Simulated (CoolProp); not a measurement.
Values from CoolProp's reference Helmholtz-energy equation of state, Rui 2013.

Task: For R236EA, give the phase and the cv (kJ/(kg K)), conductivity (mW/(m K)) at 254.5 K and 1130 kPa; 286.5 K and 1960 kPa; 353.2 K and 48.3 kPa.

Result: 
- 254.5 K and 1130 kPa: liquid; cv 0.866, conductivity 97.4
- 286.5 K and 1960 kPa: liquid; cv 0.880, conductivity 85.0
- 353.2 K and 48.3 kPa: gas; cv 0.878, conductivity 18.5

Thermal conductivity comes from a separate model (Huber 2003), an estimate that may be off by 10 % or more.
